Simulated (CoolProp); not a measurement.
Vapour-liquid equilibrium of R125 (1) + R236FA (2) at 189 kPa; x and y are mole fractions of (1).

Values from CoolProp's multi-fluid Helmholtz-energy mixture model, Lemmon 2005 and Pan 2012; pair parameters Bell 2016.

```json
[
 {"x": "0.05", "bubble temperature (°C)": "9.3", "y at the bubble point": "0.207", "dew temperature at overall composition x (°C)": "13.4", "liquid density (mol/L)": "9.360"},
 {"x": "0.125", "bubble temperature (°C)": "2.4", "y at the bubble point": "0.432", "dew temperature at overall composition x (°C)": "11.5", "liquid density (mol/L)": "9.624"},
 {"x": "0.2", "bubble temperature (°C)": "-3.5", "y at the bubble point": "0.586", "dew temperature at overall composition x (°C)": "9.5", "liquid density (mol/L)": "9.873"},
 {"x": "0.275", "bubble temperature (°C)": "-8.5", "y at the bubble point": "0.694", "dew temperature at overall composition x (°C)": "7.4", "liquid density (mol/L)": "10.11"},
 {"x": "0.35", "bubble temperature (°C)": "-12.7", "y at the bubble point": "0.771", "dew temperature at overall composition x (°C)": "5.1", "liquid density (mol/L)": "10.34"},
 {"x": "0.425", "bubble temperature (°C)": "-16.5", "y at the bubble point": "0.828", "dew temperature at overall composition x (°C)": "2.6", "liquid density (mol/L)": "10.56"},
 {"x": "0.5", "bubble temperature (°C)": "-19.7", "y at the bubble point": "0.871", "dew temperature at overall composition x (°C)": "-0.1", "liquid density (mol/L)": "10.78"},
 {"x": "0.575", "bubble temperature (°C)": "-22.6", "y at the bubble point": "0.904", "dew temperature at overall composition x (°C)": "-3.0", "liquid density (mol/L)": "10.99"},
 {"x": "0.65", "bubble temperature (°C)": "-25.2", "y at the bubble point": "0.930", "dew temperature at overall composition x (°C)": "-6.3", "liquid density (mol/L)": "11.20"},
 {"x": "0.725", "bubble temperature (°C)": "-27.5", "y at the bubble point": "0.951", "dew temperature at overall composition x (°C)": "-10.1", "liquid density (mol/L)": "11.42"},
 {"x": "0.8", "bubble temperature (°C)": "-29.6", "y at the bubble point": "0.968", "dew temperature at overall composition x (°C)": "-14.5", "liquid density (mol/L)": "11.63"},
 {"x": "0.875", "bubble temperature (°C)": "-31.6", "y at the bubble point": "0.982", "dew temperature at overall composition x (°C)": "-20.0", "liquid density (mol/L)": "11.84"},
 {"x": "0.95", "bubble temperature (°C)": "-33.4", "y at the bubble point": "0.993", "dew temperature at overall composition x (°C)": "-27.4", "liquid density (mol/L)": "12.05"}
]
```

No azeotrope shows between x = 0.05 and 0.95.

The pair parameters rest on a limited set of measurements; away from them the model extrapolates.
